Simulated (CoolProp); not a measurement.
Ethanol at 293.15 K and 0.00478 MPa flows at 1.8 m/s in a round tube of 1 mm bore and 15 µm roughness, fully developed (64/Re and Nu = 3.66 if laminar; Colebrook and Gnielinski if turbulent). Each further row changes one setting.

Model: reference Helmholtz-energy equation of state, Schroeder 2014, in CoolProp.

```
case              Reynolds number  Darcy friction factor  pressure drop (Pa/m)  heat-transfer coefficient (W/(m² K))  mass flow (kg/h)
----------------  ---------------  ---------------------  --------------------  ------------------------------------  ----------------
as stated                    18.9                   3.38                   496                                  54.0          0.000462
velocity 3.6 m/s             37.9                   1.69                   993                                  54.0          0.000923
diameter 2 mm                37.9                   1.69                   124                                  27.0           0.00185
```

Viscosity comes from a separate model (Kiselev 2005). Thermal conductivity comes from a separate model (Assael 2013).
